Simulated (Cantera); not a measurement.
A Cantera script and its output.

```python
import numpy as np
import cantera as ct

gas = ct.Solution("gri30.yaml")


def delay(T, t_max=10):
    gas.TPX = T, 300000, {'H2': 1, 'O2': 1.16, 'N2': 6.05, 'NO': 0.012}
    reactor = ct.IdealGasReactor(gas, clone=False)
    net = ct.ReactorNet([reactor])
    net.rtol, net.atol = 1e-8, 1e-16
    while net.time < t_max:
        t_old, T_old = net.time, reactor.T
        net.step()
        if reactor.T > T + 400:  # ignition: a rise of 400 K
            return t_old + (T + 400 - T_old) / (reactor.T - T_old) * (net.time - t_old)
    return np.nan


taus = []
for T in [1000, 1050, 1100, 1150, 1200, 1250, 1300, 1350]:
    taus.append(delay(T))
    print(f"T0 = {T:6g} K   tau = {taus[-1]:.4e} s")
```

Result:

```
T0 =   1000 K   tau = 2.0610e-04 s
T0 =   1050 K   tau = 1.0273e-04 s
T0 =   1100 K   tau = 5.6908e-05 s
T0 =   1150 K   tau = 3.5353e-05 s
T0 =   1200 K   tau = 2.4281e-05 s
T0 =   1250 K   tau = 1.7971e-05 s
T0 =   1300 K   tau = 1.4049e-05 s
T0 =   1350 K   tau = 1.1455e-05 s
```

Cantera simulation using GRI-Mech 3.0 (53 species, 325 reactions); the numbers are that mechanism's predictions, not measurements. The hydrogen kinetics of GRI-Mech 3.0 are dated; newer H2 mechanisms differ, most at raised pressure. The mechanism lacks 2 NO + O2 → 2 NO2 and HONO, so NO2 and the effect of NO are under-described below about 1400 K. Where the delays flatten at high temperature, the 400 K rule measures the pace of heat release, not the induction time.
